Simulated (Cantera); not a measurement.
What does this Cantera script print?

```python
import numpy as np
import cantera as ct

gas_names = [...]  # 123 gases of nasa_gas.yaml made of C, H, O, Si
cond_names = """
    C(gr) C6H6(L) C7H8(L) C8H18(L),n-octa H2O(s) H2O(L) Si(cr) Si(L) SiC(b) SiO2(Lqz) SiO2(hqz) SiO2(L)
""".split()


# ... load() reads the species with a 1 bar reference pressure and builds the phases ...
atoms = {
    'TEOS': {'Si': 1, 'C': 8, 'H': 20, 'O': 4},
    'O2': {'O': 2},
    'H2': {'H': 2},
}
top_T = {'C(gr)': 4500, 'SiC(b)': 3050}  # K; cautious upper limits of use, not melting points


# ... equilibrate(T, P, feed) seeds the gas with the atoms and calls Mixture.equilibrate('TP', solver="gibbs", rtol=1e-10, max_steps=50000) ...
results = []
T = 1998.15  # K
P = 35000  # Pa
for m in [0.95, 1.5, 2.4, 3.7, 5.9, 9.4, 15, 23, 37, 59, 93]:
    feed = {'TEOS': 1, 'O2': 1.5, 'H2': m}  # mol
    mix = equilibrate(T, P, feed)
    results.append((T, P, feed, dict(zip(mix.species_names, mix.species_moles))))

top = {s: max(r[3][s] / sum(r[3][g] for g in gas_names) for r in results) for s in gas_names}
cols = sorted((s for s in top if top[s] > 1e-05), key=lambda s: -top[s])[:9]
seen = [c for c in cond_names if any(r[3].get(c, 0) > 1e-12 for r in results)]
print("log10 of partial pressures in bar; condensed amounts in mol")
print(f"{'n(H2)':>10s}" + "".join(f"{s[:9]:>10s}" for s in cols + seen))
for T, P, feed, n in results:
    ng = sum(n[g] for g in gas_names)
    print(f"{feed['H2']:10.4g}" + "".join(f"{np.log10(max(n[s] / ng * P / 1e5, 1e-99)):10.3f}" for s in cols)
          + "".join(f"{n.get(c, 0):10.4g}" for c in seen))
```

Output:

```
log10 of partial pressures in bar; condensed amounts in mol
     n(H2)        H2        CO       SiO         H C2H2,acet       CH4     C(gr)    SiC(b)
      0.95    -0.672    -0.869    -2.902    -3.130    -3.792    -4.714    0.1114    0.9355
       1.5    -0.664    -0.882    -2.915    -3.126    -3.784    -4.698    0.1105    0.9354
       2.4    -0.652    -0.903    -2.936    -3.120    -3.772    -4.674     0.109    0.9354
       3.7    -0.637    -0.931    -2.964    -3.113    -3.757    -4.644    0.1069    0.9354
       5.9    -0.616    -0.975    -3.008    -3.102    -3.736    -4.602    0.1033    0.9354
       9.4    -0.591    -1.037    -3.070    -3.090    -3.711    -4.553    0.0975    0.9353
        15    -0.565    -1.120    -3.153    -3.077    -3.685    -4.500   0.08826    0.9352
        23    -0.541    -1.217    -3.250    -3.065    -3.661    -4.452   0.07504    0.9351
        37    -0.518    -1.348    -3.381    -3.053    -3.638    -4.406   0.05185    0.9349
        59    -0.499    -1.496    -3.529    -3.044    -3.619    -4.369   0.01537    0.9345
        93    -0.486    -1.657    -3.629    -3.037    -3.667    -4.373         0    0.9243
```

These are equilibrium values from Cantera (NASA tables, ideal gas, pure condensed phases), not measurements of a reactor. The feed counts by its element totals alone.
